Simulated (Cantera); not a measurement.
Input (Python, Cantera) and output of one run.

```python
import numpy as np
import cantera as ct

gas_names = """
    C CO CO2 C2 C2O C3 C3O2 C4 C5 O O2 O3 Ta TaO TaO2
""".split()
cond_names = """
    C(gr) Ta(cr) Ta(L) TaC(s) TaC(L) Ta2O5(s) Ta2O5(L)
""".split()


def load(file, names, dense=False):
    # The tables refer to 1 bar. Condensed volumes are neglected.
    table = {s.name: s for s in ct.Species.list_from_file(file)}
    out = []
    for n in names:
        d = dict(table[n].input_data)
        d["thermo"] = dict(d["thermo"], **{"reference-pressure": 1e5})
        if dense:
            d["equation-of-state"] = {"model": "constant-volume", "density": "1e6 g/cm^3"}
        out.append(ct.Species.from_dict(d))
    return out


gas = ct.Solution(thermo="ideal-gas", species=load("nasa_gas.yaml", gas_names))
cond = {s.name: ct.Solution(thermo="fixed-stoichiometry", species=[s], name=s.name)
        for s in load("nasa_condensed.yaml", cond_names, dense=True)}
atoms = {
    'Ta2O5': {'Ta': 2, 'O': 5},
    'CO': {'C': 1, 'O': 1},
    'C': {'C': 1},
}
top_T = {'C(gr)': 4500}  # K; cautious upper limits of use, not melting points


def equilibrate(T, P, feed):
    n = {}
    for name, mol in feed.items():
        for a, k in atoms[name].items():
            n[a] = n.get(a, 0.0) + k * mol
    gas.TPX = T, P, n
    mass = sum(n.values()) * gas.mean_molecular_weight
    gas.equilibrate("TP")
    valid = [c for c in cond.values() if c.min_temp <= T <= top_T.get(c.name, c.max_temp)]
    mix = ct.Mixture([(gas, mass / gas.mean_molecular_weight)] + [(c, 0.0) for c in valid])
    mix.T, mix.P = T, P
    mix.equilibrate("TP", solver="vcs", rtol=1e-11, max_steps=5000)
    return mix


results = []
T = 2475  # K
P = 101325  # Pa
for m in [0.6, 1.2, 1.8, 2.4, 3, 3.6, 4.1, 4.7, 5.3, 5.9, 6.5, 7.1]:
    feed = {'Ta2O5': 1, 'CO': 1.5, 'C': m}  # mol
    mix = equilibrate(T, P, feed)
    results.append((T, P, feed, dict(zip(mix.species_names, mix.species_moles))))
    x = sorted(zip(gas.X, gas.species_names), reverse=True)
    print(f"T = {T:g} K  P = {P:g} Pa  n(C) = {m:g} mol  gas = {mix.phase_moles(0):.4g} mol")
    print("   x: " + "  ".join(f"{s} {v:.3e}" for v, s in x if v > 1e-06))
    print("   condensed (mol): " + ("  ".join(f"{mix.phase(i).name} {mix.phase_moles(i):.4g}"
          for i in range(1, mix.n_phases) if mix.phase_moles(i) > 1e-12) or "none"))
```

Result:

```
T = 2475 K  P = 101325 Pa  n(C) = 0.6 mol  gas = 1.929 mol
   x: CO 9.978e-01  CO2 1.692e-03  TaO2 3.904e-04  TaO 6.857e-05
   condensed (mol): TaC(s) 0.1722  Ta2O5(L) 0.9135
T = 2475 K  P = 101325 Pa  n(C) = 1.2 mol  gas = 2.357 mol
   x: CO 9.978e-01  CO2 1.692e-03  TaO2 3.904e-04  TaO 6.857e-05
   condensed (mol): TaC(s) 0.3438  Ta2O5(L) 0.8276
T = 2475 K  P = 101325 Pa  n(C) = 1.8 mol  gas = 2.786 mol
   x: CO 9.978e-01  CO2 1.692e-03  TaO2 3.904e-04  TaO 6.857e-05
   condensed (mol): TaC(s) 0.5154  Ta2O5(L) 0.7417
T = 2475 K  P = 101325 Pa  n(C) = 2.4 mol  gas = 3.214 mol
   x: CO 9.978e-01  CO2 1.692e-03  TaO2 3.904e-04  TaO 6.857e-05
   condensed (mol): TaC(s) 0.687  Ta2O5(L) 0.6558
T = 2475 K  P = 101325 Pa  n(C) = 3 mol  gas = 3.643 mol
   x: CO 9.978e-01  CO2 1.692e-03  TaO2 3.904e-04  TaO 6.857e-05
   condensed (mol): TaC(s) 0.8586  Ta2O5(L) 0.5699
T = 2475 K  P = 101325 Pa  n(C) = 3.6 mol  gas = 4.072 mol
   x: CO 9.978e-01  CO2 1.692e-03  TaO2 3.904e-04  TaO 6.857e-05
   condensed (mol): TaC(s) 1.03  Ta2O5(L) 0.484
T = 2475 K  P = 101325 Pa  n(C) = 4.1 mol  gas = 4.429 mol
   x: CO 9.978e-01  CO2 1.692e-03  TaO2 3.904e-04  TaO 6.857e-05
   condensed (mol): TaC(s) 1.173  Ta2O5(L) 0.4124
T = 2475 K  P = 101325 Pa  n(C) = 4.7 mol  gas = 4.857 mol
   x: CO 9.978e-01  CO2 1.692e-03  TaO2 3.904e-04  TaO 6.857e-05
   condensed (mol): TaC(s) 1.345  Ta2O5(L) 0.3265
T = 2475 K  P = 101325 Pa  n(C) = 5.3 mol  gas = 5.286 mol
   x: CO 9.978e-01  CO2 1.692e-03  TaO2 3.904e-04  TaO 6.857e-05
   condensed (mol): TaC(s) 1.516  Ta2O5(L) 0.2406
T = 2475 K  P = 101325 Pa  n(C) = 5.9 mol  gas = 5.715 mol
   x: CO 9.978e-01  CO2 1.692e-03  TaO2 3.904e-04  TaO 6.857e-05
   condensed (mol): TaC(s) 1.688  Ta2O5(L) 0.1547
T = 2475 K  P = 101325 Pa  n(C) = 6.5 mol  gas = 6.143 mol
   x: CO 9.978e-01  CO2 1.692e-03  TaO2 3.904e-04  TaO 6.857e-05
   condensed (mol): TaC(s) 1.86  Ta2O5(L) 0.06879
T = 2475 K  P = 101325 Pa  n(C) = 7.1 mol  gas = 6.5 mol
   x: CO 1.000e+00  CO2 4.279e-06
   condensed (mol): C(gr) 0.1  TaC(s) 2
```

These are equilibrium values from Cantera (NASA tables, ideal gas, pure condensed phases), not measurements of a reactor. Mutual solubility and eutectic melting of coexisting phases are not modelled. TaC: taken at fixed stoichiometry. Condensed phases not in the tables: Ta2C.
